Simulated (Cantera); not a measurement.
Stirred combustor or abatement burner

A perfectly stirred reactor is fed with CH₄ : C₂H₆ : O₂ : N₂ : H₂O = 1 : 0.99 : 4.55 : 17.1 : 7.1 (molar parts), at 7500 Torr; it is adiabatic with a 450 K inlet, and is followed from long to short residence time, starting on the burning branch (τ in s: 0.14, 0.063, 0.029, 0.013, 0.006, 0.0027, 0.0013, 0.00057, 0.00026, 0.00012, 5.5e-05).

Detailed kinetics in Cantera: GRI-Mech 3.0 (53 species, 325 reactions).

```json
[
 {"τ (s)": "0.14", "T (K)": "1873", "x CH₄": "0.000543", "x C₂H₆": "6.17e-7", "x O₂": "0.000130", "x NO": "4.91e-6", "x O": "9.12e-8"},
 {"τ (s)": "0.063", "T (K)": "1873", "x CH₄": "0.000874", "x C₂H₆": "1.45e-6", "x O₂": "0.000265", "x NO": "4.56e-6", "x O": "1.47e-7"},
 {"τ (s)": "0.029", "T (K)": "1872", "x CH₄": "0.00123", "x C₂H₆": "3.21e-6", "x O₂": "0.000509", "x NO": "4.24e-6", "x O": "2.59e-7"},
 {"τ (s)": "0.013", "T (K)": "1869", "x CH₄": "0.00154", "x C₂H₆": "6.87e-6", "x O₂": "0.000943", "x NO": "4.05e-6", "x O": "4.98e-7"},
 {"τ (s)": "0.0060", "T (K)": "1862", "x CH₄": "0.00171", "x C₂H₆": "1.35e-5", "x O₂": "0.00161", "x NO": "3.97e-6", "x O": "9.76e-7"},
 {"τ (s)": "0.0027", "T (K)": "1849", "x CH₄": "0.00183", "x C₂H₆": "2.60e-5", "x O₂": "0.00269", "x NO": "3.75e-6", "x O": "1.99e-6"},
 {"τ (s)": "0.0013", "T (K)": "1829", "x CH₄": "0.00198", "x C₂H₆": "4.81e-5", "x O₂": "0.00435", "x NO": "3.13e-6", "x O": "3.78e-6"},
 {"τ (s)": "0.00057", "T (K)": "1784", "x CH₄": "0.00245", "x C₂H₆": "0.000110", "x O₂": "0.00816", "x NO": "1.71e-6", "x O": "7.45e-6"},
 {"τ (s)": "0.00026", "T (K)": "450", "x CH₄": "0.0325", "x C₂H₆": "0.0322", "x O₂": "0.148", "x NO": "<1e-12", "x O": "<1e-12"},
 {"τ (s)": "0.00012", "T (K)": "450", "x CH₄": "0.0325", "x C₂H₆": "0.0322", "x O₂": "0.148", "x NO": "<1e-12", "x O": "<1e-12"},
 {"τ (s)": "5.5e-5", "T (K)": "450", "x CH₄": "0.0325", "x C₂H₆": "0.0322", "x O₂": "0.148", "x NO": "<1e-12", "x O": "<1e-12"}
]
```
x: mole fraction; the columns are a selection and need not sum to one.
